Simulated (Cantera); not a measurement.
**Hydrocarbon pyrolysis for carbon deposition**

A perfectly stirred reactor is fed with 3.23 % C3H8, 96.8 % H2, at 0.00563 atm; it is held at 1898 K, and followed from long to short residence time.

Detailed kinetics in Cantera: GRI-Mech 3.0 (53 species, 325 reactions). GRI-Mech 3.0 was tuned for natural gas; its chemistry of propane as a main component is partial and can be far from experiment. GRI-Mech 3.0 stops at C3 and has no aromatics, soot or wall deposition, so with more carbon than oxygen in the feed, carbon stays in small species such as C2H2 where larger ones or solid carbon would form. Radical loss at walls, strong at low pressure, is not modelled.

```json
[
 {"τ (s)": "0.31", "x C3H8": "7.11e-6", "x H2": "0.943", "x CH4": "0.0125", "x CH2": "8.42e-6", "x C2H2": "0.0374"},
 {"τ (s)": "0.14", "x C3H8": "1.59e-5", "x H2": "0.940", "x CH4": "0.0174", "x CH2": "1.07e-5", "x C2H2": "0.0348"},
 {"τ (s)": "0.067", "x C3H8": "3.30e-5", "x H2": "0.937", "x CH4": "0.0224", "x CH2": "1.33e-5", "x C2H2": "0.0319"},
 {"τ (s)": "0.032", "x C3H8": "6.80e-5", "x H2": "0.933", "x CH4": "0.0273", "x CH2": "1.62e-5", "x C2H2": "0.0289"},
 {"τ (s)": "0.015", "x C3H8": "0.000141", "x H2": "0.930", "x CH4": "0.0317", "x CH2": "1.94e-5", "x C2H2": "0.0257"},
 {"τ (s)": "0.0069", "x C3H8": "0.000298", "x H2": "0.928", "x CH4": "0.0349", "x CH2": "2.26e-5", "x C2H2": "0.0223"},
 {"τ (s)": "0.0032", "x C3H8": "0.000624", "x H2": "0.926", "x CH4": "0.0365", "x CH2": "2.58e-5", "x C2H2": "0.0185"},
 {"τ (s)": "0.0015", "x C3H8": "0.00129", "x H2": "0.926", "x CH4": "0.0362", "x CH2": "2.88e-5", "x C2H2": "0.0141"},
 {"τ (s)": "0.00071", "x C3H8": "0.00266", "x H2": "0.927", "x CH4": "0.0336", "x CH2": "3.13e-5", "x C2H2": "0.00921"},
 {"τ (s)": "0.00033", "x C3H8": "0.00554", "x H2": "0.932", "x CH4": "0.0275", "x CH2": "3.12e-5", "x C2H2": "0.00450"}
]
```
x: mole fraction; the columns are a selection and need not sum to one.
